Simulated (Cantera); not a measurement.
Input: 1 mol TiO2, 5.1 mol CH4, 0.23 mol H2, held at 630 Torr.

These are equilibrium values from Cantera (NASA tables, ideal gas, pure condensed phases), not measurements of a reactor. Candidate condensed phases: C, C6H6, C7H8, C8H18, H2O, Ti, TiC, TiO, TiO2, Ti2O3, Ti3O5, Ti4O7; 113 gas species. Mutual solubility and eutectic melting of coexisting phases are not modelled. TiC: taken at fixed stoichiometry. Rates play no part. All values below are at 1400 K.

Base state: H2 0.927, CO 0.0697, CH4 0.00312, H2O 0.000202 (mole fractions); condensed: C(graphite) + TiC(s) + Ti3O5(s).

**Question.** What changes in the equilibrium state with this change: pressure from 630 Torr to 8.25 Torr?

**Answer.** 
| species | before | after |
|---|---|---|
| H2 | 0.927 | 0.839 |
| CO | 0.0697 | 0.161 |
| H | 5.11e-6 | 4.25e-5 |
| CH4 | 0.00312 | 3.34e-5 |
| H2O | 0.000202 | 5.53e-6 |
| C(graphite), mol | 4.02 | 2.10 |
| TiC(s), mol | 0.269 | 1.00 |
| Ti3O5(s), mol | 0.244 | 0 |

**Question.** What changes in the equilibrium state with this change: pressure from 630 Torr to 100 Torr?

**Answer.** 
```
species             before     after
----------------  --------  --------
H2                   0.927     0.839
CO                  0.0697     0.161
CH4                0.00312  0.000405
H2O               0.000202   6.70e-5
H                  5.11e-6   1.22e-5
C(graphite), mol      4.02      2.10
TiC(s), mol          0.269      1.00
Ti3O5(s), mol        0.244         0
```
